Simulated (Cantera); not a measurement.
A closed system holds: 1 mol SiC, 0.7 mol C, 5.8 mol N₂, at 3023 K and 1330 Pa.

Cantera equilibrium calculation (NASA polynomials, part measured and part estimated; ideal gas, pure solids and liquids). Candidate condensed phases: C, Si, SiC, Si₃N₄; 20 gas species. The tables' values for SiN are old estimates; treat these amounts as uncertain. Kinetics and transport are ignored.

Base state: N₂ 0.799, Si 0.0778, SiC₂ 0.0609, CN 0.0271, C₃ 0.0250, C 0.00445, C₂ 0.00270, C₂N₂ 0.000736 (mole fractions); condensed: gas only.

Problem. What changes in the equilibrium state with this change: C from 0.7 to 0.012 mol?

Solution. 
```tsv
species	before	after
N₂	0.799	0.821
Si	0.0778	0.0988
SiC₂	0.0609	0.0427
C₃	0.0250	0.0102
CN	0.0271	0.0204
C₅	0.000435	9.86e-5
C₄	8.49e-5	2.59e-5
C₄N₂	1.19e-5	3.73e-6
```
